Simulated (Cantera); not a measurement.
What does this Cantera script print?

```python
import numpy as np
import cantera as ct

gas = ct.Solution("gri30.yaml")
gas.TPX = 750, 1000000, {'CH4': 1, 'C2H6': 0.055, 'O2': 3.85, 'N2': 36.2}
inlet = ct.Reservoir(gas, clone=True)
gas.equilibrate("HP")  # start burning
reactor = ct.IdealGasConstPressureReactor(gas, energy="on", clone=False)
exhaust = ct.Reservoir(gas, clone=True)
tau = [0.2, 0.087, 0.037, 0.016, 0.0068, 0.0029, 0.0012, 0.00053, 0.00023, 9.7e-05][0]
for a, b in ((inlet, reactor), (reactor, exhaust)):
    ct.MassFlowController(a, b, mdot=lambda t: reactor.mass / tau)
net = ct.ReactorNet([reactor])
show = ['CH4', 'C2H6', 'O2', 'C2H2', 'H2O2']

rows = []
print(f"{'tau/s':>10s}{'T/K':>9s}" + "".join(f"{s:>11s}" for s in show))
for tau in [0.2, 0.087, 0.037, 0.016, 0.0068, 0.0029, 0.0012, 0.00053, 0.00023, 9.7e-05]:
    net.initial_time = 0.0
    net.advance(30 * tau)
    before = gas.X
    net.advance(40 * tau)
    drift = np.max(np.abs(gas.X - before) / (gas.X + 1e-9))
    rows.append([gas.T, *gas[show].X, drift])
    print(f"{tau:10.3e}{gas.T:9.1f}" + "".join(f"{x:11.3e}" for x in gas[show].X))
```

It prints:

```
     tau/s      T/K        CH4       C2H6         O2       C2H2       H2O2
 2.000e-01   1371.5  4.891e-05  8.365e-07  4.061e-02  6.131e-07  6.769e-08
 8.700e-02   1366.7  9.593e-05  1.823e-06  4.094e-02  7.805e-07  1.654e-07
 3.700e-02   1356.1  2.002e-04  4.133e-06  4.165e-02  9.682e-07  4.596e-07
 1.600e-02   1330.4  4.844e-04  1.079e-05  4.341e-02  1.323e-06  1.554e-06
 6.800e-03    750.0  2.433e-02  1.338e-03  9.366e-02 -1.367e-18  1.566e-13
 2.900e-03    750.0  2.433e-02  1.338e-03  9.366e-02  9.436e-24  2.476e-14
 1.200e-03    750.0  2.433e-02  1.338e-03  9.366e-02  1.797e-25  3.790e-15
 5.300e-04    750.0  2.433e-02  1.338e-03  9.366e-02  7.852e-27  6.936e-16
 2.300e-04    750.0  2.433e-02  1.338e-03  9.366e-02  3.043e-28  1.264e-16
 9.700e-05    750.0  2.433e-02  1.338e-03  9.366e-02  1.024e-29  2.212e-17
```

Cantera simulation using GRI-Mech 3.0 (53 species, 325 reactions); the numbers are that mechanism's predictions, not measurements.
